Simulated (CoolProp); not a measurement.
Computed with CoolProp (reference Helmholtz-energy equation of state, Lemmon 2006). It is a short technical equation, of lower accuracy than the large ones.

**Question.** For nitrous oxide, give the phase and the density (kg/m³), cp (kJ/(kg K)), Joule-Thomson coefficient (K/MPa), isothermal compressibility (1/MPa) at -50.15 °C and 1.85 MPa; -31.75 °C and 1.85 MPa; -7.15 °C and 1.85 MPa.

**Answer.** 
- -50.15 °C and 1.85 MPa: liquid; density 1110, cp 1.79, Joule-Thomson coefficient -0.159, isothermal compressibility 0.00216
- -31.75 °C and 1.85 MPa: liquid; density 1050, cp 1.88, Joule-Thomson coefficient -0.0538, isothermal compressibility 0.00326
- -7.15 °C and 1.85 MPa: gas; density 44.1, cp 1.17, Joule-Thomson coefficient 15.4, isothermal compressibility 0.668
